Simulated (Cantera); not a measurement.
Charge: 1 mol H2O, 0.031 mol SO2, 3 mol H2, at 2150 K and 0.133 bar.

Cantera equilibrium calculation (NASA polynomials, part measured and part estimated; ideal gas, pure solids and liquids). Candidate condensed phases: H2O, H2SO4, S; 19 gas species. Equilibrium is a limit: real reactors are often held back by kinetics, nucleation or transport.

Base state: H2 0.722, H2O 0.261, H 0.00981, H2S 0.00253, SH 0.00197, SO 0.000971, S2 0.000566, SO2 0.000552 (mole fractions); condensed: gas only.

Task: What changes in the equilibrium state with this change: SO2 from 0.031 to 0.012 mol?

Result: 
| species | before | after |
|---|---|---|
| H2 | 0.722 | 0.734 |
| H2O | 0.261 | 0.253 |
| H | 0.00981 | 0.00989 |
| H2S | 0.00253 | 0.00110 |
| S2 | 0.000566 | 0.000103 |
| SO2 | 0.000552 | 0.000215 |
| SO | 0.000971 | 0.000395 |
| S | 0.000517 | 0.000220 |
| SH | 0.00197 | 0.000846 |
